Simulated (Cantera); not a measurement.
Input (Python, Cantera):

```python
import numpy as np
import cantera as ct

gas = ct.Solution("gri30.yaml")
gas.TPX = 2725, 14000, {'CH4': 0.0083, 'H2': 1, 'O2': 0.0084}
reactor = ct.IdealGasConstPressureReactor(gas, energy="off", clone=False)
net = ct.ReactorNet([reactor])
net.rtol, net.atol = 1e-08, 1e-18
show = ['CH4', 'H2', 'O2', 'CO', 'CH2CO', 'HO2', 'C2H4']
times = np.geomspace(3e-05, 5, 11)

steps = ct.SolutionArray(gas, extra=["t"])
rows = []
print(f"{'t/s':>10s}{'T/K':>9s}{'P/Pa':>11s}" + "".join(f"{s:>11s}" for s in show))
for t in times:
    while net.time < t:
        t_next = net.step()
        steps.append(gas.state, t=t_next)
    rows.append([np.interp(t, steps.t, y) for y in (steps.T, steps.P, *steps(*show).X.T)])
    print(f"{t:10.3e}{rows[-1][0]:9.1f}{rows[-1][1]:11.4g}" + "".join(f"{x:11.3e}" for x in rows[-1][2:]))
rate = np.gradient(steps.T, steps.t)
print("integrator steps:", len(steps.t))
if steps.T.max() > steps.T[0] + 200:
    print(f"time of steepest temperature rise: {steps.t[rate.argmax()]:.4e} s")
gas.TPX = 2725, 14000, {'CH4': 0.0083, 'H2': 1, 'O2': 0.0084}
gas.equilibrate("TP")
print(f"equilibrium (TP): T = {gas.T:.1f} K  " + "  ".join(f"{s} {gas[s].X[0]:.3e}" for s in show))
```

Result:

```
       t/s      T/K       P/Pa        CH4         H2         O2         CO      CH2CO        HO2       C2H4
 3.000e-05   2725.0    1.4e+04  5.928e-03  9.607e-01  3.257e-03  6.702e-05  5.518e-08  4.062e-06  1.138e-05
 9.984e-05   2725.0    1.4e+04  3.412e-03  9.404e-01  1.682e-06  3.152e-04  2.349e-07  1.322e-09  1.767e-05
 3.323e-04   2725.0    1.4e+04  8.451e-04  9.273e-01  4.815e-08  1.147e-03  7.116e-07  8.649e-11  2.776e-06
 1.106e-03   2725.0    1.4e+04  1.997e-04  9.119e-01  6.223e-08  3.494e-03  4.967e-07  8.812e-11  4.873e-07
 3.680e-03   2725.0    1.4e+04  2.627e-05  8.857e-01  6.202e-08  7.162e-03  4.272e-08  6.437e-11  2.566e-08
 1.225e-02   2725.0    1.4e+04  2.786e-11  8.450e-01  1.172e-07  7.521e-03  5.726e-15  8.596e-11  1.155e-15
 4.076e-02   2725.0    1.4e+04  1.697e-11  8.318e-01  1.438e-07  7.467e-03  6.165e-16  9.592e-11  2.463e-18
 1.356e-01   2725.0    1.4e+04  1.693e-11  8.317e-01  1.440e-07  7.467e-03  6.150e-16  9.599e-11  2.454e-18
 4.514e-01   2725.0    1.4e+04  1.693e-11  8.317e-01  1.440e-07  7.467e-03  6.150e-16  9.599e-11  2.454e-18
 1.502e+00   2725.0    1.4e+04  1.693e-11  8.317e-01  1.440e-07  7.467e-03  6.150e-16  9.599e-11  2.454e-18
 5.000e+00   2725.0    1.4e+04  1.693e-11  8.317e-01  1.440e-07  7.467e-03  6.150e-16  9.599e-11  2.454e-18
integrator steps: 1684
equilibrium (TP): T = 2725.0 K  CH4 1.804e-11  H2 8.317e-01  O2 1.440e-07  CO 7.467e-03  CH2CO 6.551e-16  HO2 9.599e-11  C2H4 2.612e-18
```

Detailed kinetics in Cantera: GRI-Mech 3.0 (53 species, 325 reactions).
